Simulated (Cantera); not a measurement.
Cantera run, input and output.

```python
import numpy as np
import cantera as ct

gas = ct.Solution("h2o2.yaml")
gas.TPX = 1300, 17000, {'H2': 1.7, 'O2': 1, 'N2': 2.1}
reactor = ct.IdealGasConstPressureReactor(gas, energy="off", clone=False)
net = ct.ReactorNet([reactor])
net.rtol, net.atol = 1e-08, 1e-18
show = ['H2', 'O2', 'H', 'HO2', 'O', 'OH', 'H2O']
times = np.geomspace(2e-05, 30, 13)

steps = ct.SolutionArray(gas, extra=["t"])
rows = []
print(f"{'t/s':>10s}{'T/K':>9s}{'P/Pa':>11s}" + "".join(f"{s:>11s}" for s in show))
for t in times:
    while net.time < t:
        t_next = net.step()
        steps.append(gas.state, t=t_next)
    rows.append([np.interp(t, steps.t, y) for y in (steps.T, steps.P, *steps(*show).X.T)])
    print(f"{t:10.3e}{rows[-1][0]:9.1f}{rows[-1][1]:11.4g}" + "".join(f"{x:11.3e}" for x in rows[-1][2:]))
rate = np.gradient(steps.T, steps.t)
print("integrator steps:", len(steps.t))
if steps.T.max() > steps.T[0] + 200:
    print(f"time of steepest temperature rise: {steps.t[rate.argmax()]:.4e} s")
gas.TPX = 1300, 17000, {'H2': 1.7, 'O2': 1, 'N2': 2.1}
gas.equilibrate("TP")
print(f"equilibrium (TP): T = {gas.T:.1f} K  " + "  ".join(f"{s} {gas[s].X[0]:.3e}" for s in show))
```

Output:

```
       t/s      T/K       P/Pa         H2         O2          H        HO2          O         OH        H2O
 2.000e-05   1300.0    1.7e+04  3.542e-01  2.083e-01  3.917e-07  1.031e-07  5.954e-08  3.820e-08  3.566e-07
 6.542e-05   1300.0    1.7e+04  3.538e-01  2.082e-01  1.988e-04  3.086e-06  3.079e-05  1.973e-05  2.328e-04
 2.140e-04   1300.0    1.7e+04  4.732e-02  7.203e-02  1.184e-01  1.729e-05  2.386e-02  9.751e-03  2.644e-01
 6.999e-04   1300.0    1.7e+04  2.277e-02  4.970e-02  2.335e-02  1.504e-05  5.672e-03  5.557e-03  3.789e-01
 2.289e-03   1300.0    1.7e+04  4.247e-03  3.942e-02  1.426e-03  1.021e-05  7.300e-04  2.039e-03  4.226e-01
 7.489e-03   1300.0    1.7e+04  4.175e-04  3.799e-02  4.089e-05  3.115e-06  6.524e-05  6.096e-04  4.295e-01
 2.449e-02   1300.0    1.7e+04  4.328e-05  3.794e-02  1.450e-06  4.526e-07  7.133e-06  2.039e-04  4.302e-01
 8.012e-02   1300.0    1.7e+04  6.872e-06  3.796e-02  9.916e-08  8.001e-08  1.228e-06  8.484e-05  4.303e-01
 2.621e-01   1300.0    1.7e+04  1.619e-06  3.796e-02  1.185e-08  2.321e-08  3.014e-07  4.202e-05  4.304e-01
 8.572e-01   1300.0    1.7e+04  6.030e-07  3.797e-02  2.719e-09  1.446e-08  1.108e-07  2.547e-05  4.304e-01
 2.804e+00   1300.0    1.7e+04  4.693e-07  3.797e-02  1.856e-09  1.384e-08  8.442e-08  2.222e-05  4.304e-01
 9.172e+00   1300.0    1.7e+04  4.680e-07  3.797e-02  1.848e-09  1.383e-08  8.415e-08  2.219e-05  4.304e-01
 3.000e+01   1300.0    1.7e+04  4.680e-07  3.797e-02  1.848e-09  1.383e-08  8.415e-08  2.219e-05  4.304e-01
integrator steps: 2092
equilibrium (TP): T = 1300.0 K  H2 4.680e-07  O2 3.797e-02  H 1.848e-09  HO2 1.383e-08  O 8.415e-08  OH 2.219e-05  H2O 4.304e-01
```

Detailed kinetics in Cantera: the H2/O2 subset of GRI-Mech 3.0, which has no nitrogen chemistry. The temperature is held fixed by assumption; the heat of reaction is taken as removed at once.
